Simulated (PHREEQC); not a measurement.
Dissolve 0.083 mol/kgw NH3, 0.0009 mol/kgw H4SiO4 and 0.0045 mol/kgw H3BO3 at 45 °C. Closed to the air; pH follows from the charge balance.

Equilibrium calculation in PHREEQC: ion-association model, phreeqc.dat.

Question: The ionic strength comes out as 0.00493 mol/kgw. What activity coefficients do H3SiO4-, H2SiO4-2, H2BO3-, OH-, NH4+ get?

Answer: H3SiO4- 0.92, H2SiO4-2 0.74, H2BO3- 0.92, OH- 0.92, NH4+ 0.92.

Precipitation was switched off in this run. Examples of supersaturated solids here: Quartz (slow to form). Others may be too. Complexes and solids missing from the database can't appear. At this temperature some constants are extrapolated from 25 °C, and those without enthalpy data are left unchanged.
